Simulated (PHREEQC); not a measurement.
Make-up at 25 °C: 0.032 mol/kgw KOH and 4.1e-05 mol/kgw K2SO4. It is in equilibrium with CO2 at log p = -1 (atm). Otherwise closed; pH follows from the charge balance.

Computed with PHREEQC (ion-association model, wateq4f.dat).

The ionic strength comes out as 0.0322 mol/kgw. What activity coefficients do KSO4-, HCO3-, SO4-2, CO3-2, K+ get?

KSO4- 0.85, HCO3- 0.85, SO4-2 0.52, CO3-2 0.53, K+ 0.84.

No solid was allowed to form. Species that the database lacks are ignored.
